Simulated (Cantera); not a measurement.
Input: 1 mol MgF2, 8.2 mol H2, equilibrated at 1102 °C.

Method: chemical equilibrium by Gibbs-energy minimisation in Cantera with the NASA 1993 tables (ideal gas, pure condensed phases). Candidate condensed phases: Mg, MgF2; 17 gas species. Kinetics and transport are ignored.

Problem. What share of the Mg ends up in condensed phases as a function of P (Pa), at 0.100, 0.460, 2.20, 10, 46, 220, 1000, 4600, 22000, 100000?

Solution. 
| P (Pa) | Mg condensed (%) | as |
|---|---|---|
| 0.100 | 0.0 | - |
| 0.460 | 0.0 | - |
| 2.20 | 0.0 | - |
| 10 | 46.8 | MgF2(s) |
| 46 | 86.2 | MgF2(s) |
| 220 | 96.2 | MgF2(s) |
| 1000 | 98.8 | MgF2(s) |
| 4600 | 99.6 | MgF2(s) |
| 22000 | 99.9 | MgF2(s) |
| 100000 | 100.0 | MgF2(s) |
